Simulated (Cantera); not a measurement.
An isothermal, constant-pressure homogeneous reactor starts with NO : N₂ = 1 : 0.47 (molar parts), at 2150 K and 7400 Pa.

Computed with Cantera and GRI-Mech 3.0 (53 species, 325 reactions).

Q: Predict: x(NO) at 2.00 s; x(N₂) at 2.00 s; x(NO₂) at 2.00 s; x(O) at 2.00 s; x(O₂) at 2.00 s; x(N₂O) at 2.00 s.

A: 
| Item | Result |
|---|---|
| x(NO) at 2.00 s | 0.0610 (gas-phase equilibrium 0.0129) |
| x(N₂) at 2.00 s | 0.628 (gas-phase equilibrium 0.652) |
| x(NO₂) at 2.00 s | 2.73e-5 (gas-phase equilibrium 6.00e-6) |
| x(O) at 2.00 s | 0.00401 (gas-phase equilibrium 0.00416) |
| x(O₂) at 2.00 s | 0.307 (gas-phase equilibrium 0.331) |
| x(N₂O) at 2.00 s | 1.15e-6 (gas-phase equilibrium 1.78e-7) |
